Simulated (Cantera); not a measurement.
Input (Python, Cantera):

```python
import numpy as np
import cantera as ct

gas = ct.Solution("gri30.yaml")
gas.TPX = 1100, 2666, {'H2': 0.27, 'O2': 1}
reactor = ct.IdealGasConstPressureReactor(gas, energy="off", clone=False)
net = ct.ReactorNet([reactor])
net.rtol, net.atol = 1e-08, 1e-18
show = ['H2', 'O2', 'HO2', 'OH', 'O', 'H']
times = np.geomspace(5e-05, 80, 12)

steps = ct.SolutionArray(gas, extra=["t"])
rows = []
print(f"{'t/s':>10s}{'T/K':>9s}{'P/Pa':>11s}" + "".join(f"{s:>11s}" for s in show))
for t in times:
    while net.time < t:
        t_next = net.step()
        steps.append(gas.state, t=t_next)
    rows.append([np.interp(t, steps.t, y) for y in (steps.T, steps.P, *steps(*show).X.T)])
    print(f"{t:10.3e}{rows[-1][0]:9.1f}{rows[-1][1]:11.4g}" + "".join(f"{x:11.3e}" for x in rows[-1][2:]))
rate = np.gradient(steps.T, steps.t)
print("integrator steps:", len(steps.t))
if steps.T.max() > steps.T[0] + 200:
    print(f"time of steepest temperature rise: {steps.t[rate.argmax()]:.4e} s")
gas.TPX = 1100, 2666, {'H2': 0.27, 'O2': 1}
gas.equilibrate("TP")
print(f"equilibrium (TP): T = {gas.T:.1f} K  " + "  ".join(f"{s} {gas[s].X[0]:.3e}" for s in show))
```

It prints:

```
       t/s      T/K       P/Pa         H2         O2        HO2         OH          O          H
 5.000e-05   1100.0       2666  2.126e-01  7.874e-01  1.960e-09  4.553e-10  7.859e-10  2.089e-09
 1.832e-04   1100.0       2666  2.126e-01  7.874e-01  7.623e-09  1.000e-08  1.998e-08  3.694e-08
 6.714e-04   1100.0       2666  2.117e-01  7.869e-01  4.476e-06  1.144e-04  2.298e-04  4.174e-04
 2.460e-03   1100.0       2666  7.280e-03  7.209e-01  2.527e-05  6.157e-03  3.283e-02  3.242e-02
 9.016e-03   1100.0       2666  6.879e-04  7.587e-01  1.594e-05  1.677e-03  2.835e-03  7.200e-04
 3.304e-02   1100.0       2666  3.642e-05  7.618e-01  2.783e-06  3.847e-04  1.545e-04  8.944e-06
 1.211e-01   1100.0       2666  3.224e-06  7.620e-01  3.926e-07  1.249e-04  1.605e-05  2.997e-07
 4.437e-01   1100.0       2666  4.807e-07  7.621e-01  7.342e-08  5.114e-05  2.696e-06  2.054e-08
 1.626e+00   1100.0       2666  9.661e-08  7.621e-01  1.733e-08  2.359e-05  5.758e-07  2.022e-09
 5.958e+00   1100.0       2666  2.264e-08  7.621e-01  6.019e-09  1.158e-05  1.391e-07  2.396e-10
 2.183e+01   1100.0       2666  6.012e-09  7.621e-01  4.857e-09  5.996e-06  3.734e-08  3.351e-11
 8.000e+01   1100.0       2666  2.480e-09  7.621e-01  6.244e-09  3.817e-06  1.515e-08  8.908e-12
integrator steps: 1974
equilibrium (TP): T = 1100.0 K  H2 2.214e-09  O2 7.621e-01  HO2 6.534e-09  OH 3.594e-06  O 1.343e-08  H 7.499e-12
```

Cantera simulation using GRI-Mech 3.0 (53 species, 325 reactions); the numbers are that mechanism's predictions, not measurements. Radical loss at walls, strong at low pressure, is not modelled. The temperature is held fixed by assumption; the heat of reaction is taken as removed at once.
